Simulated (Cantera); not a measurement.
A freely propagating, adiabatic, planar premixed flame of 9.37 % CH4, 20.6 % O2, 70.0 % N2, equivalence ratio 0.91, unburnt at 525 K and 3750 Torr; multicomponent+Soret transport, grid criteria slope 0.08 and curve 0.16, no radiation.

Computed with Cantera and GRI-Mech 3.0 (53 species, 325 reactions). Burning velocities carry a grid error of a few per cent, more on coarse grids.

x: mole fraction of selected species; z is measured from the peak of heat release.

| z (mm) | T (K) | u (m/s) | x CH4 | x O2 | x H2 | x CO | x HCO | x NO |
|---|---|---|---|---|---|---|---|---|
| -0.301 | 525 | 0.627 | 0.0936 | 0.206 | 0.000462 | 4.95e-6 | <1e-8 | <1e-8 |
| -0.201 | 530 | 0.633 | 0.0930 | 0.206 | 0.00131 | 8.07e-5 | <1e-8 | <1e-8 |
| -0.150 | 543 | 0.650 | 0.0916 | 0.205 | 0.00228 | 0.000337 | <1e-8 | 3.73e-8 |
| -0.100 | 624 | 0.748 | 0.0852 | 0.200 | 0.00424 | 0.00208 | <1e-8 | 2.88e-7 |
| -0.0501 | 1051 | 1.27 | 0.0587 | 0.162 | 0.00834 | 0.0139 | (withheld) | 3.57e-6 |
| -0.0251 | 1476 | 1.80 | 0.0316 | 0.118 | 0.0111 | 0.0281 | (withheld) | 8.83e-6 |
| 0 | 1888 | 2.32 | 0.00635 | 0.0683 | 0.0115 | 0.0403 | (withheld) | 1.70e-5 |
| 0.0251 | 2067 | 2.53 | 0.000270 | 0.0425 | 0.00829 | 0.0340 | (withheld) | 2.70e-5 |
| 0.0501 | 2141 | 2.61 | 6.08e-6 | 0.0344 | 0.00669 | 0.0247 | (withheld) | 3.46e-5 |
| 0.100 | 2228 | 2.70 | <1e-8 | 0.0291 | 0.00543 | 0.0163 | (withheld) | 4.57e-5 |
| 0.201 | 2308 | 2.78 | <1e-8 | 0.0254 | 0.00381 | 0.0109 | <1e-8 | 6.31e-5 |
| 0.401 | 2361 | 2.84 | <1e-8 | 0.0230 | 0.00252 | 0.00729 | <1e-8 | 9.00e-5 |
| 0.802 | 2383 | 2.86 | <1e-8 | 0.0220 | 0.00197 | 0.00558 | <1e-8 | 0.000134 |

Task: What belongs in the gaps?

Result: 
- -0.0501, x HCO: 2.64e-7
- -0.0251, x HCO: 7.32e-6
- 0, x HCO: 3.11e-5
- 0.0251, x HCO: 7.28e-6
- 0.0501, x HCO: 3.00e-7
- 0.100, x HCO: 2.73e-8
